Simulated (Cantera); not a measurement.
Feed: 1 mol Fe₃O₄, a varied amount of CH₄, 0.19 mol H₂, equilibrated at 7.80 mbar.

These are equilibrium values from Cantera (NASA tables, ideal gas, pure condensed phases), not measurements of a reactor. Candidate condensed phases: C, C₆H₆, C₇H₈, C₈H₁₈, Fe, Fe(CO)₅, FeO, Fe(OH)₂, Fe(OH)₃, Fe₂O₃, Fe₃O₄, H₂O; 114 gas species. Each liquid is taken as pure. Mutual solubility and eutectic melting of coexisting phases are not modelled. The tables' stoichiometric FeO is somewhat more stable than real wüstite, so its field is too wide. FeO: taken at fixed stoichiometry. Kinetics and transport are ignored.

Stable condensed phases, one row left out:

```
T in K \ n(CH₄) in mol
         0.49 0.74    1  1.3  1.5  1.8    2
   2573     A    A    A    A    A    A    A
   2423     B    B    B    A    A    A    A
   2273     B    B    B    B    B    A    A
   2123     B    B    C    C    C    C    C
   1823     B    C    C    C    C    C    C
   1673     B    C    C    C    C    C    C
   1523     B    C    C    C    C    C    C
   1373     B    C    C    C    C    C    C
   1223     B    C    C    C    C    C    C
   1073     B    C    C    C    C    C    C
```

A: gas only; B: FeO; C: Fe + FeO.

Task: Give the row for 1973 K.

Result: 0.49: FeO; 0.74: Fe + FeO; 1: Fe + FeO; 1.3: Fe + FeO; 1.5: Fe + FeO; 1.8: Fe + FeO; 2: Fe + FeO.
